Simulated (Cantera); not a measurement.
An isothermal, constant-pressure homogeneous reactor starts with C₂H₆ : H₂ = 1 : 86 (molar parts), at 1650 K and 0.0267 bar. Integrator tolerance rtol = 1e-08.

Cantera simulation using GRI-Mech 3.0 (53 species, 325 reactions); the numbers are that mechanism's predictions, not measurements. GRI-Mech 3.0 stops at C3 and has no aromatics, soot or wall deposition, so with more carbon than oxygen in the feed, carbon stays in small species such as C2H2 where larger ones or solid carbon would form. Radical loss at walls, strong at low pressure, is not modelled.

Question: What does this change do: temperature 1650 to 1675 K?

Answer: 
```json
[
 {"quantity": "x(C₂H₆) at 1.00 s", "before": "2.92e-7 (gas-phase equilibrium 1.68e-9)", "after": "2.53e-7 (gas-phase equilibrium 1.18e-9)"},
 {"quantity": "x(H₂) at 1.00 s", "before": "0.983 (gas-phase equilibrium 0.988)", "after": "0.984 (gas-phase equilibrium 0.988)"},
 {"quantity": "x(C₂H) at 1.00 s", "before": "1.47e-8 (gas-phase equilibrium 2.69e-8)", "after": "2.34e-8 (gas-phase equilibrium 3.92e-8)"},
 {"quantity": "x(H) at 1.00 s", "before": "0.000522 (gas-phase equilibrium 0.000557)", "after": "0.000670 (gas-phase equilibrium 0.000712)"},
 {"quantity": "x(C₂H₄) at 1.00 s", "before": "1.86e-5 (gas-phase equilibrium 2.08e-5)", "after": "1.66e-5 (gas-phase equilibrium 1.71e-5)"}
]
```

Question: What does this change do: C2H6 1 to 0.32 parts?

Answer: 
```json
[
 {"quantity": "x(C₂H₆) at 1.00 s", "before": "2.92e-7 (gas-phase equilibrium 1.68e-9)", "after": "4.31e-8 (gas-phase equilibrium 5.47e-10)"},
 {"quantity": "x(H₂) at 1.00 s", "before": "0.983 (gas-phase equilibrium 0.988)", "after": "0.994 (gas-phase equilibrium 0.996)"},
 {"quantity": "x(C₂H) at 1.00 s", "before": "1.47e-8 (gas-phase equilibrium 2.69e-8)", "after": "4.35e-9 (gas-phase equilibrium 8.62e-9)"},
 {"quantity": "x(H) at 1.00 s", "before": "0.000522 (gas-phase equilibrium 0.000557)", "after": "0.000545 (gas-phase equilibrium 0.000559)"},
 {"quantity": "x(C₂H₄) at 1.00 s", "before": "1.86e-5 (gas-phase equilibrium 2.08e-5)", "after": "4.43e-6 (gas-phase equilibrium 6.74e-6)"}
]
```
